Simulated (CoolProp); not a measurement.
Computed with CoolProp (reference Helmholtz-energy equation of state, Beckmüller 2019).

Q: For n-octane, give the phase and the density (kg/m³), speed of sound (m/s), Joule-Thomson coefficient (K/MPa), viscosity (µPa s) at 606.2 K and 3.39 MPa.

A: 
- 606.2 K and 3.39 MPa: supercritical; density 166, speed of sound 109, Joule-Thomson coefficient 13.7, viscosity 20.2

Viscosity comes from a separate model (Huber 2004).
